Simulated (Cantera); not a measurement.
Input: 1 mol HF, 7.4 mol H₂O, 28 mol N₂, 0.23 mol O₂, equilibrated at 2798.15 K and 16.0 bar.

Equilibrium computed with Cantera from the NASA thermochemical tables; the gas is ideal and each condensed phase is pure. Candidate condensed phases: H₂O; 40 gas species. The numbers say what is thermodynamically allowed, not how fast it happens.

Base state: N₂ 0.753, H₂O 0.182, HF 0.0270, H₂ 0.0120, OH 0.00946, O₂ 0.00667, NO 0.00639, H 0.00223 (mole fractions); condensed: gas only.

Task: What changes in the equilibrium state with this change: H₂O from 7.4 to 2.3 mol?

Result: 
```
species   before    after
-------  -------  -------
N₂         0.753    0.880
H₂O        0.182   0.0644
HF        0.0270   0.0315
H₂        0.0120  0.00484
F        2.09e-5  3.85e-5
OH       0.00946  0.00528
H        0.00223  0.00141
```
